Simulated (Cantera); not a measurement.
## Adiabatic ignition

An adiabatic, constant-pressure homogeneous reactor starts with 15.4 % CH4, 2.30 % CO, 16.7 % O2, 63.1 % N2, 2.46 % H2O, equivalence ratio 1.9, at 1700 K and 0.868 atm.

Computed with Cantera and GRI-Mech 3.0 (53 species, 325 reactions).

| t (s) | T (K) | x CH4 | x CO | x O2 | x HO2 | x N2O | x HCN | x CH3 |
|---|---|---|---|---|---|---|---|---|
| 1.00e-6 | 1700 | 0.154 | 0.0230 | 0.167 | 7.44e-7 | 1.54e-12 | <1e-12 | 4.26e-6 |
| 2.45e-6 | 1700 | 0.154 | 0.0230 | 0.167 | 1.75e-6 | 6.10e-12 | <1e-12 | 1.17e-5 |
| 6.02e-6 | 1700 | 0.154 | 0.0230 | 0.167 | 3.86e-6 | 2.74e-11 | <1e-12 | 3.11e-5 |
| 1.48e-5 | 1700 | 0.154 | 0.0230 | 0.167 | 7.35e-6 | 1.25e-10 | <1e-12 | 8.52e-5 |
| 3.62e-5 | 1699 | 0.153 | 0.0230 | 0.167 | 1.07e-5 | 5.05e-10 | <1e-12 | 0.000248 |
| 8.88e-5 | 1700 | 0.152 | 0.0231 | 0.167 | 1.84e-5 | 1.87e-9 | 1.27e-12 | 0.000753 |
| 0.000218 | 1737 | 0.137 | 0.0262 | 0.158 | 0.000113 | 1.55e-8 | 2.26e-10 | 0.00288 |
| 0.000534 | 2680 | 4.02e-12 | 0.130 | 0.000192 | 1.30e-7 | 3.25e-8 | 2.59e-7 | 9.05e-12 |
| 0.00131 | 2663 | 2.41e-12 | 0.130 | 0.000239 | 1.55e-7 | 3.12e-8 | 3.12e-8 | 6.07e-12 |
| 0.00321 | 2660 | 2.37e-12 | 0.130 | 0.000239 | 1.54e-7 | 3.33e-8 | 4.20e-8 | 6.00e-12 |
| 0.00788 | 2659 | 2.39e-12 | 0.130 | 0.000236 | 1.53e-7 | 3.59e-8 | 5.18e-8 | 6.03e-12 |
| 0.0193 | 2659 | 2.40e-12 | 0.130 | 0.000236 | 1.53e-7 | 3.64e-8 | 5.36e-8 | 6.04e-12 |
| 0.0474 | 2659 | 2.40e-12 | 0.130 | 0.000236 | 1.53e-7 | 3.65e-8 | 5.36e-8 | 6.04e-12 |
| 0.116 | 2659 | 2.40e-12 | 0.130 | 0.000236 | 1.53e-7 | 3.65e-8 | 5.36e-8 | 6.04e-12 |
| 0.285 | 2659 | 2.40e-12 | 0.130 | 0.000236 | 1.53e-7 | 3.65e-8 | 5.36e-8 | 6.04e-12 |
| 0.700 | 2659 | 2.40e-12 | 0.130 | 0.000236 | 1.53e-7 | 3.65e-8 | 5.36e-8 | 6.04e-12 |
x: mole fraction; the columns are a selection and need not sum to one.

```json
{
  "time_of_steepest_temperature_rise": "0.299 ms",
  "temperature at 0.700 s": "2659 K",
  "equilibrium_temperature": "2659 K",
  "x(CH4) at 0.700 s": "2.40e-12 (gas-phase equilibrium 2.73e-12)",
  "x(CO) at 0.700 s": "0.130 (gas-phase equilibrium 0.130)",
  "x(O2) at 0.700 s": "0.000236 (gas-phase equilibrium 0.000236)"
}
```
